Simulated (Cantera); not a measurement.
Cantera run:

```python
import numpy as np
import cantera as ct

gas_names = """
    C CH CH2 CH3 CH2OH CH3O CH4 CH3OH CN CO CO2 COOH C2 C2H CHCO,ketyl C2H2,acetylene C2H2,vinylidene
    CH2CO,ketene C2H3,vinyl CH3CN CH3CO,acetyl C2H4 C2H4O,ethylen CH3CHO,ethanal CH3COOH (HCOOH)2 C2H5
    C2H6 CH3OCH3 C2H5OH CCN CNC C2N2 C2O C3 C3H3,propargyl C3H4,allene C3H4,propyne C3H4,cyclo-
    C3H5,allyl C3H6,propylene C3H6,cyclo- C3H6O C3H7,n-propyl C3H7,i-propyl C3H8 C3H8O,1propanol
    C3H8O,2propanol C3O2 C4 C4H2 C4H4,1,3-cyclo- C4H6,butadiene C4H6,2-butyne C4H6,cyclo- C4H8,1-butene
    C4H8,cis2-buten C4H8,tr2-butene C4H8,isobutene C4H8,cyclo- (CH3COOH)2 C4H9,n-butyl C4H9,i-butyl
    C4H9,s-butyl C4H9,t-butyl C4H10,isobutane C4H10,n-butane C4N2 C5 C5H6,1,3cyclo- C5H8,cyclo-
    C5H10,1-pentene C5H10,cyclo- C5H11,pentyl C5H11,t-pentyl C5H12,n-pentane C5H12,i-pentane
    CH3C(CH3)2CH3 C6H2 C6H5,phenyl C6H5O,phenoxy C6H6 C6H5OH,phenol C6H10,cyclo- C6H12,1-hexene
    C6H12,cyclo- C6H13,n-hexyl C7H7,benzyl C7H8 C7H8O,cresol C7H14,1-heptene C7H15,n-heptyl
    C7H16,n-heptane C8H8,styrene C8H10,ethylbenz C8H16,1-octene C8H17,n-octyl C8H18,isooctane
    C8H18,n-octane C9H19,n-nonyl C10H8,naphthale C10H21,n-decyl C12H9,o-bipheny C12H10,bipheny H HCN HCO
    HCCN HNC HNCO HNO HNO2 HNO3 HO2 H2 HCHO,formaldehy HCOOH H2O H2O2 N NCO NH NH2 NH3 NH2OH NO NO2 NO3
    N2 N2H2 N2H4 N2O O OH O2 O3 Si SiC SiC2 SiC4H12 SiH SiH2 SiH3 SiH4 SiN SiO SiO2 Si2 Si2C Si2N Si3
""".split()
cond_names = """
    C(gr) C6H6(L) C7H8(L) C8H18(L),n-octa H2O(s) H2O(L) Si(cr) Si(L) SiC(b) SiO2(Lqz) SiO2(hqz) SiO2(L)
    Si2N2O(s) Si3N4(a)
""".split()


def load(file, names, dense=False):
    # The tables refer to 1 bar. Condensed volumes are neglected.
    table = {s.name: s for s in ct.Species.list_from_file(file)}
    out = []
    for n in names:
        d = dict(table[n].input_data)
        d["thermo"] = dict(d["thermo"], **{"reference-pressure": 1e5})
        if dense:
            d["equation-of-state"] = {"model": "constant-volume", "density": "1e6 g/cm^3"}
        out.append(ct.Species.from_dict(d))
    return out


gas = ct.Solution(thermo="ideal-gas", species=load("nasa_gas.yaml", gas_names))
cond = {s.name: ct.Solution(thermo="fixed-stoichiometry", species=[s], name=s.name)
        for s in load("nasa_condensed.yaml", cond_names, dense=True)}
atoms = {
    'SiH4': {'Si': 1, 'H': 4},
    'CO2': {'C': 1, 'O': 2},
    'N2': {'N': 2},
}
top_T = {'C(gr)': 4500, 'SiC(b)': 3050, 'Si2N2O(s)': 2100, 'Si3N4(a)': 2400}  # K; cautious upper limits of use, not melting points


def equilibrate(T, P, feed):
    n = {}
    for name, mol in feed.items():
        for a, k in atoms[name].items():
            n[a] = n.get(a, 0.0) + k * mol
    gas.TPX = T, P, n
    mass = sum(n.values()) * gas.mean_molecular_weight
    gas.equilibrate("TP")
    valid = [c for c in cond.values() if c.min_temp <= T <= top_T.get(c.name, c.max_temp)]
    mix = ct.Mixture([(gas, mass / gas.mean_molecular_weight)] + [(c, 0.0) for c in valid])
    mix.T, mix.P = T, P
    mix.equilibrate("TP", solver="vcs", rtol=1e-11, max_steps=5000)
    return mix


results = []
T = 500  # K
P = 100000  # Pa
for m in [1.6, 5.3, 9.1, 13, 17, 20, 24, 28]:
    feed = {'SiH4': 1, 'CO2': m, 'N2': 14}  # mol
    mix = equilibrate(T, P, feed)
    results.append((T, P, feed, dict(zip(mix.species_names, mix.species_moles))))

top = {s: max(r[3][s] / sum(r[3][g] for g in gas_names) for r in results) for s in gas_names}
cols = sorted((s for s in top if top[s] > 1e-06), key=lambda s: -top[s])[:8]
seen = [c for c in cond_names if any(r[3].get(c, 0) > 1e-12 for r in results)]
print("log10 of partial pressures in bar; condensed amounts in mol")
print(f"{'n(CO2)':>10s}" + "".join(f"{s[:9]:>10s}" for s in cols + seen))
for T, P, feed, n in results:
    ng = sum(n[g] for g in gas_names)
    print(f"{feed['CO2']:10.4g}" + "".join(f"{np.log10(max(n[s] / ng * P / 1e5, 1e-99)):10.3f}" for s in cols)
          + "".join(f"{n.get(c, 0):10.4g}" for c in seen))
```

It prints:

```
log10 of partial pressures in bar; condensed amounts in mol
    n(CO2)        N2       CO2       H2O       CH4        H2       NH3        CO     C(gr) SiO2(Lqz)
       1.6    -0.048    -2.069    -1.224    -1.491    -2.444    -4.189    -5.426    0.9618         1
       5.3    -0.140    -0.756    -1.025    -2.405    -2.902    -4.921    -4.770     1.836         1
       9.1    -0.218    -0.510    -1.084    -2.771    -3.084    -5.234    -4.646     1.912         1
        13    -0.285    -0.389    -1.146    -3.014    -3.206    -5.450    -4.586     1.939         1
        17    -0.345    -0.315    -1.202    -3.202    -3.300    -5.621    -4.549     1.953         1
        20    -0.385    -0.276    -1.241    -3.318    -3.358    -5.728    -4.530     1.959         1
        24    -0.434    -0.237    -1.288    -3.450    -3.424    -5.851    -4.510     1.965         1
        28    -0.477    -0.208    -1.330    -3.564    -3.481    -5.959    -4.496     1.969         1
```

Method: chemical equilibrium by Gibbs-energy minimisation in Cantera with the NASA 1993 tables (ideal gas, pure condensed phases).
